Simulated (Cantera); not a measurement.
Charge: 1 mol SiH4, 0.38 mol N2, equilibrated at 800 °C and 1.00 bar.

Method: chemical equilibrium by Gibbs-energy minimisation in Cantera with the NASA 1993 tables (ideal gas, pure condensed phases). Candidate condensed phases: Si, Si3N4; 18 gas species. N2 is the only nitrogen source here; it is nearly inert below about 1500 K, so the nitride shown seldom forms there in practice. Mutual solubility and eutectic melting of coexisting phases are not modelled. Kinetics and transport are ignored.

Base state: H2 1.000 (mole fractions); condensed: Si(s) + Si3N4(s).

### Question
What changes in the equilibrium state with this change: SiH4 replaced by Si2Cl6?

### Answer
```
species        before     after
-------------  ------  --------
SiCl4               0     0.969
N2              <1e-9    0.0303
SiCl3               0  0.000618
H2              1.000         0
Si(s), mol      0.430         0
Si3N4(s), mol   0.190     0.167
```
The feed counts by its element totals alone. The tables' values for SiCl3 are old estimates; treat these amounts as uncertain.
